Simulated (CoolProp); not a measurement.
Properties of p-xylene along the isobar 2.28 MPa.

Model: reference Helmholtz-energy equation of state, Zhou 2012, in CoolProp.

```tsv
T (°C)	phase	density (kg/m³)	cp (kJ/(kg K))	cv (kJ/(kg K))	speed of sound (m/s)	viscosity (µPa s)
130.05	liquid	764.5	2.076	1.653	919.8	239
136.05	liquid	758.8	2.098	1.672	898.1	229
142.05	liquid	752.9	2.120	1.691	876.5	220
148.05	liquid	747.0	2.142	1.711	855.1	211
154.05	liquid	741.1	2.164	1.730	833.8	202
160.05	liquid	735.0	2.187	1.750	812.5	194
166.05	liquid	728.9	2.209	1.769	791.4	186
172.05	liquid	722.7	2.232	1.788	770.4	179
178.05	liquid	716.3	2.255	1.807	749.5	172
184.05	liquid	709.9	2.279	1.827	728.6	165
190.05	liquid	703.3	2.303	1.846	707.8	158
196.05	liquid	696.6	2.327	1.865	687.1	152
202.05	liquid	689.8	2.352	1.884	666.4	146
```

Viscosity comes from a separate model (Balogun 2015).
